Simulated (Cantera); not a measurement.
An isothermal, constant-pressure homogeneous reactor starts with CO : O₂ : H₂O : N₂ = 0.0068 : 0.0046 : 0.018 : 1 (molar parts), equivalence ratio 0.74, at 900 K and 1.00 bar. Integrator tolerance rtol = 1e-08.

Model: GRI-Mech 3.0 (53 species, 325 reactions), integrated in Cantera.

```tsv
quantity	before	after
x(CO) at 100 s	0.00108 (gas-phase equilibrium <1e-12)	1.90e-5 (gas-phase equilibrium 1.98e-12)
x(O₂) at 100 s	0.00172 (gas-phase equilibrium 0.00117)	0.00118 (gas-phase equilibrium 0.00117)
x(H₂O) at 100 s	0.0175 (gas-phase equilibrium 0.0175)	0.0175 (gas-phase equilibrium 0.0175)
x(HO₂) at 100 s	4.79e-7 (gas-phase equilibrium 1.34e-12)	6.15e-8 (gas-phase equilibrium 3.43e-12)
x(H₂) at 100 s	2.98e-5 (gas-phase equilibrium 1.65e-12)	1.11e-6 (gas-phase equilibrium 9.41e-12)
```

**Question.** Name the change that produced these shifts.
(A) pressure from 1.00 bar to 82.5 Torr
(B) pressure from 1.00 bar to 1.60 bar
(C) temperature 900 to 950 K
(D) temperature 900 to 1050 K

**Answer.** C, temperature 900 to 950 K
